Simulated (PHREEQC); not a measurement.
A solution holds 90 mmol/kgw NiSO4, 23 mmol/kgw CaCl2 and 170 mmol/kgw H2SO4, at 25 °C. Closed to the air; pH follows from the charge balance.

Computed with PHREEQC (ion-association model, wateq4f.dat).

This is a speciation only: nothing precipitates in the calculation.

**Question.** Order these Ni species by the share of Ni that they hold, largest first: NiCl2, Ni+2, NiCl+, NiSO4.

**Answer.** Ni+2 (65 %), NiSO4 (33 %), NiCl+ (1.9 %), NiCl2 (0.13 %)

The pH is 0.91 and the ionic strength 0.424 mol/kgw. The solution is supersaturated, for example in Gypsum, so a real one may precipitate; this is no full list. Species that the database lacks are ignored.
